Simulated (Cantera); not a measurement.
A perfectly stirred reactor is fed with C3H8 : H2 = 1 : 5.1 (molar parts), at 0.770 bar; it is held at 1575 K, and followed from long to short residence time.

Model: GRI-Mech 3.0 (53 species, 325 reactions), integrated in Cantera. GRI-Mech 3.0 was tuned for natural gas; its chemistry of propane as a main component is partial and can be far from experiment. GRI-Mech 3.0 stops at C3 and has no aromatics, soot or wall deposition, so with more carbon than oxygen in the feed, carbon stays in small species such as C2H2 where larger ones or solid carbon would form.

x: mole fraction; the columns are a selection and need not sum to one.

```csv
τ (s),x C3H8,x H2,x C2H4,x CH4,x CH2
9.4,1.05e-6,0.782,0.0109,0.0768,…
2.8,3.40e-6,0.781,0.0109,0.0791,…
0.84,1.08e-5,0.777,0.0110,0.0838,…
0.25,3.34e-5,0.773,0.0116,0.0902,…
0.076,9.54e-5,0.768,0.0133,0.0968,…
0.023,0.000261,0.763,0.0171,0.104,…
0.0068,0.000710,0.755,0.0256,0.113,…
0.0020,0.00191,0.747,0.0416,0.121,…
0.00061,0.00500,0.740,0.0649,0.125,…
0.00018,0.0135,0.738,0.0886,0.121,…
```

Problem. Some entries are withheld; supply them.

Solution. 
- 9.4, x CH2: 4.26e-9
- 2.8, x CH2: 4.74e-9
- 0.84, x CH2: 6.15e-9
- 0.25, x CH2: 9.89e-9
- 0.076, x CH2: 1.88e-8
- 0.023, x CH2: 3.93e-8
- 0.0068, x CH2: 8.49e-8
- 0.0020, x CH2: 1.82e-7
- 0.00061, x CH2: 3.74e-7
- 0.00018, x CH2: 7.69e-7
